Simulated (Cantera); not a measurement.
## Stirred combustor or abatement burner

A perfectly stirred reactor is fed with CH4 : CO : O2 : N2 = 1 : 0.08 : 1.7 : 18.7 (molar parts), equivalence ratio 1.2, at 1.88 atm; it is adiabatic with a 723 K inlet, and is followed from long to short residence time, starting on the burning branch (τ in s: 0.23, 0.095, 0.04, 0.017, 0.007, 0.0029, 0.0012, 0.00052, 0.00022, 9.1e-05, 3.8e-05).

Model: GRI-Mech 3.0 (53 species, 325 reactions), integrated in Cantera.

```json
[
 {"τ (s)": "0.23", "T (K)": "1565", "x CH4": "0.00135", "x CO": "0.0151", "x O2": "0.00109", "x N2O": "6.68e-9", "x H2O2": "5.06e-9"},
 {"τ (s)": "0.095", "T (K)": "1555", "x CH4": "0.00139", "x CO": "0.0162", "x O2": "0.00175", "x N2O": "1.16e-8", "x H2O2": "9.89e-9"},
 {"τ (s)": "0.040", "T (K)": "1540", "x CH4": "0.00153", "x CO": "0.0178", "x O2": "0.00284", "x N2O": "1.92e-8", "x H2O2": "1.91e-8"},
 {"τ (s)": "0.017", "T (K)": "1509", "x CH4": "0.00196", "x CO": "0.0203", "x O2": "0.00511", "x N2O": "3.20e-8", "x H2O2": "4.04e-8"},
 {"τ (s)": "0.0070", "T (K)": "723", "x CH4": "0.0466", "x CO": "0.00372", "x O2": "0.0791", "x N2O": "<1e-12", "x H2O2": "<1e-12"},
 {"τ (s)": "0.0029", "T (K)": "723", "x CH4": "0.0466", "x CO": "0.00372", "x O2": "0.0791", "x N2O": "<1e-12", "x H2O2": "<1e-12"},
 {"τ (s)": "0.0012", "T (K)": "723", "x CH4": "0.0466", "x CO": "0.00372", "x O2": "0.0791", "x N2O": "<1e-12", "x H2O2": "<1e-12"},
 {"τ (s)": "0.00052", "T (K)": "723", "x CH4": "0.0466", "x CO": "0.00372", "x O2": "0.0791", "x N2O": "<1e-12", "x H2O2": "<1e-12"},
 {"τ (s)": "0.00022", "T (K)": "723", "x CH4": "0.0466", "x CO": "0.00372", "x O2": "0.0791", "x N2O": "<1e-12", "x H2O2": "<1e-12"},
 {"τ (s)": "9.1e-5", "T (K)": "723", "x CH4": "0.0466", "x CO": "0.00372", "x O2": "0.0791", "x N2O": "<1e-12", "x H2O2": "<1e-12"},
 {"τ (s)": "3.8e-5", "T (K)": "723", "x CH4": "0.0466", "x CO": "0.00372", "x O2": "0.0791", "x N2O": "<1e-12", "x H2O2": "<1e-12"}
]
```
x: mole fraction; the columns are a selection and need not sum to one.
